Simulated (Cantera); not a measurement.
Charge: 1 mol Ta2O5, 2.8 mol C, 1.9 mol H2, 0.63 mol CH4, equilibrated at 750 °C and 0.133 bar.

These are equilibrium values from Cantera (NASA tables, ideal gas, pure condensed phases), not measurements of a reactor. Candidate condensed phases: C, C6H6, C7H8, C8H18, H2O, Ta, TaC, Ta2O5; 113 gas species. Mutual solubility and eutectic melting of coexisting phases are not modelled. TaC: taken at fixed stoichiometry. Condensed phases not in the tables: Ta2C. Equilibrium is a limit: real reactors are often held back by kinetics, nucleation or transport.

Question: What is the equilibrium state?

Answer: 
```json
{
 "x(H2)": "0.984",
 "x(CH4)": "0.00967",
 "x(CO)": "0.00615",
 "x(H2O)": "0.000220",
 "x(CO2)": "1.80e-6",
 "n(C(graphite))": "3.37 mol",
 "n(TaC(s))": "0.00803 mol",
 "n(Ta2O5(s))": "0.996 mol",
 "gas_amount": "3.149 mol",
 "log10 activity of Ta(s) (absent)": "-7.19"
}
```
